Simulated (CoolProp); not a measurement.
Vapour-liquid equilibrium of CHF3 (R23) (1) + R152A (2) at 205.9 K; x and y are mole fractions of (1).

The numbers come from the multi-fluid Helmholtz-energy mixture model, Penoncello 2003 and Outcalt 1996; pair parameters Bell 2016 in CoolProp.

Task: Give the bubble pressure and the first vapour's composition at x = 0.275, 0.725, 0.875. Is there an azeotrope?

Result: x = 0.275: 0.06128 MPa, y = 0.887; x = 0.725: 0.1597 MPa, y = 0.983; x = 0.875: 0.1935 MPa, y = 0.994. No azeotrope shows between x = 0.05 and 0.95.

Pair parameters are fitted to limited data, so mixtures are less certain than the pure fluids.
